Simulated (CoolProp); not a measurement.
Properties of toluene along the isobar 4.27 MPa (Tc = 591.7 K, pc = 4.126 MPa, ω = 0.266).

Model: reference Helmholtz-energy equation of state, Lemmon 2006, in CoolProp. It is a short technical equation, of lower accuracy than the large ones.

```
T (K)   phase  density (kg/m³)  cv (kJ/(kg K))  conductivity (mW/(m K))
-----  ------  ---------------  --------------  -----------------------
317.6  liquid            847.7           1.323                      126
346    liquid            821.2           1.412                      119
374.4  liquid            794.0           1.502                      112
402.8  liquid            765.7           1.591                      105
431.2  liquid            735.8           1.679                     98.4
459.6  liquid            703.7           1.766                     92.7
488    liquid            668.3           1.850                     87.7
516.4  liquid            627.8           1.933                     83.5
```

Thermal conductivity comes from a separate model (Assael 2012).
